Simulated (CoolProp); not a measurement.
Model: reference Helmholtz-energy equation of state, Leachman 2009, in CoolProp.

Problem. For normal hydrogen, give the phase and the Prandtl number at -242.25 °C and 49.9 kPa; -242.25 °C and 199 kPa.

Solution. 
- -242.25 °C and 49.9 kPa: gas; Prandtl number 0.673
- -242.25 °C and 199 kPa: gas; Prandtl number 0.690

Viscosity comes from a separate model (Muzny 2013). Thermal conductivity comes from a separate model (Assael 2011).
